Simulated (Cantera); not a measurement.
Cantera run:

```python
import numpy as np
import cantera as ct

gas_names = """
    H HO2 H2 H2O H2O2 O OH O2 O3 Pb PbO Pb2
""".split()
cond_names = """
    H2O(s) H2O(L) Pb(cr) Pb(L) PbO(rd) PbO(yw) PbO(L) PbO2(s) Pb3O4(s)
""".split()


# ... load() reads the species with a 1 bar reference pressure and builds the phases ...
atoms = {
    'PbO': {'Pb': 1, 'O': 1},
    'H2': {'H': 2},
    'O2': {'O': 2},
}
top_T = {'Pb3O4(s)': 820}  # K; cautious upper limits of use, not melting points


# ... equilibrate(T, P, feed) seeds the gas with the atoms and calls Mixture.equilibrate('TP', solver="vcs", rtol=1e-11, max_steps=5000) ...
results = []
feed = {'PbO': 1, 'H2': 1500, 'O2': 0.64}  # mol
P = 30  # Pa
for T in [623, 823, 1023, 1223, 1423, 1623, 1823, 2023, 2223]:
    mix = equilibrate(T, P, feed)
    results.append((T, P, feed, dict(zip(mix.species_names, mix.species_moles))))
    x = sorted(zip(gas.X, gas.species_names), reverse=True)
    print(f"T = {T:g} K  P = {P:g} Pa  gas = {mix.phase_moles(0):.4g} mol")
    print("   x: " + "  ".join(f"{s} {v:.3e}" for v, s in x if v > 0.001))
    print("   condensed (mol): " + ("  ".join(f"{mix.phase(i).name} {mix.phase_moles(i):.4g}"
          for i in range(1, mix.n_phases) if mix.phase_moles(i) > 1e-12) or "none"))
```

It prints:

```
T = 623 K  P = 30 Pa  gas = 1500 mol
   x: H2 9.985e-01  H2O 1.520e-03
   condensed (mol): Pb(L) 0.9999
T = 823 K  P = 30 Pa  gas = 1501 mol
   x: H2 9.980e-01  H2O 1.519e-03
   condensed (mol): Pb(L) 0.3283
T = 1023 K  P = 30 Pa  gas = 1501 mol
   x: H2 9.978e-01  H2O 1.519e-03
   condensed (mol): none
T = 1223 K  P = 30 Pa  gas = 1501 mol
   x: H2 9.978e-01  H2O 1.519e-03
   condensed (mol): none
T = 1423 K  P = 30 Pa  gas = 1501 mol
   x: H2 9.974e-01  H2O 1.519e-03
   condensed (mol): none
T = 1623 K  P = 30 Pa  gas = 1504 mol
   x: H2 9.938e-01  H 3.978e-03  H2O 1.516e-03
   condensed (mol): none
T = 1823 K  P = 30 Pa  gas = 1520 mol
   x: H2 9.732e-01  H 2.468e-02  H2O 1.498e-03
   condensed (mol): none
T = 2023 K  P = 30 Pa  gas = 1583 mol
   x: H2 8.942e-01  H 1.037e-01  H2O 1.422e-03
   condensed (mol): none
T = 2223 K  P = 30 Pa  gas = 1774 mol
   x: H2 6.908e-01  H 3.074e-01  H2O 1.186e-03
   condensed (mol): none
```

Cantera equilibrium calculation (NASA polynomials, part measured and part estimated; ideal gas, pure solids and liquids).
